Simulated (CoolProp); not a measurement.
A Linde-Hampson liquefier for dry air: isothermal reversible compression at 230 K from 1 atm to 15 MPa, throttling to 1 atm, return gas leaving the recuperator 5 K below the feed. Each further row changes one setting.

The numbers come from the reference Helmholtz-energy equation of state, Lemmon 2000 in CoolProp. It is a pseudo-pure fit of the blend.

| case | liquid yield per pass | compression work (kJ/kg of gas) |
|---|---|---|
| as stated | [?] | 320 |
| high pressure 30 MPa | [?] | [?] |
| warm-end temperature 260 K | [?] | [?] |
| warm-end gap 10 K | [?] | 320 |

Question: Fill in the missing entries.

Answer: 
- as stated, liquid yield per pass: 0.132
- high pressure 30 MPa, liquid yield per pass: 0.192
- high pressure 30 MPa, compression work (kJ/kg of gas): 363
- warm-end temperature 260 K, liquid yield per pass: 0.089
- warm-end temperature 260 K, compression work (kJ/kg of gas): 367
- warm-end gap 10 K, liquid yield per pass: 0.119
